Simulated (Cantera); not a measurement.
Thermodynamics of silicon etching in halogen gases, feed Si + HCl + N₂

A closed system holds: 1 mol Si, 21 mol HCl, 6.5 mol N₂, equilibrated at 6.10 mbar.

Method: chemical equilibrium by Gibbs-energy minimisation in Cantera with the NASA 1993 tables (ideal gas, pure condensed phases). Candidate condensed phases: NH₄Cl, Si, Si₃N₄; 28 gas species. The tables' values for SiCl₃ are old estimates; treat these amounts as uncertain. Kinetics and transport are ignored.

```csv
T (K),x HCl,x N₂,x H₂,x SiCl₄,x SiCl₃
775,0.642,0.245,0.0755,0.0377,5.51e-8
825,0.642,0.245,0.0755,0.0377,2.89e-7
875,0.642,0.245,0.0755,0.0377,1.25e-6
925,0.642,0.245,0.0755,0.0377,4.60e-6
975,0.642,0.245,0.0754,0.0377,1.48e-5
1025,0.642,0.245,0.0754,0.0377,4.22e-5
1075,0.642,0.245,0.0754,0.0376,0.000109
1125,0.642,0.245,0.0752,0.0374,0.000257
1175,0.642,0.245,0.0750,0.0370,0.000559
1225,0.643,0.245,0.0744,0.0362,0.00112
1275,0.644,0.245,0.0733,0.0346,0.00207
1325,0.647,0.244,0.0713,0.0319,0.00346
```
x: gas mole fraction; nothing condenses.

From 775 K to 1325 K nothing is condensed. The main Si-bearing gas is SiCl₄ throughout.
